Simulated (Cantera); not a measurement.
Charge: 1 mol Si3N4, 0.12 mol CO2, 40 mol N2, equilibrated at 1798.15 K and 30.0 Pa.

Cantera equilibrium calculation (NASA polynomials, part measured and part estimated; ideal gas, pure solids and liquids). Candidate condensed phases: C, Si, SiC, SiO2, Si2N2O, Si3N4; 34 gas species. Mutual solubility and eutectic melting of coexisting phases are not modelled. The tables' values for SiN are old estimates; treat these amounts as uncertain. Rates play no part.

Base state: N2 0.984, Si 0.0103, SiO 0.00510, CO 0.000526, Si2N 0.000127, Si2C 0.000108, SiN 7.88e-5, Si2 6.19e-5 (mole fractions); condensed: Si(l) + SiC(s).

**Question.** What changes in the equilibrium state with this change: Si3N4 replaced by Si?

**Answer.** 
| species | before | after |
|---|---|---|
| N2 | 0.984 | 0.983 |
| Si | 0.0103 | 0.0103 |
| SiO | 0.00510 | 0.00535 |
| CO | 0.000526 | 0.000552 |
| SiN | 7.88e-5 | 7.88e-5 |
| Si2N | 0.000127 | 0.000127 |
| Si3 | 1.48e-5 | 1.48e-5 |
| Si(l), mol | 2.22 | 0.241 |
| SiC(s), mol | 0.0929 | 0.0931 |
